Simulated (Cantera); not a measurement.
## Equilibrium for silicon carbide growth: CH₃SiCl₃ + HCl + H₂

Charge: 1 mol CH₃SiCl₃, 0.022 mol HCl, 350 mol H₂, equilibrated at 1202 °C and 3600 Pa.

These are equilibrium values from Cantera (NASA tables, ideal gas, pure condensed phases), not measurements of a reactor. Candidate condensed phases: C, C₆H₆, C₇H₈, C₈H₁₈, Si, SiC; 109 gas species. The feed counts by its element totals alone. Equilibrium is a limit: real reactors are often held back by kinetics, nucleation or transport.

x(H₂): 0.991
x(HCl): 0.00853
x(H): 6.81e-5
x(SiCl₂): 1.25e-5
x(CH₄): 1.25e-5
n(SiC(s)): 0.996 mol
gas amount: 353.0 mol
log10 activity of C(graphite) (absent): -0.91
log10 activity of Si(s) (absent): -1.27
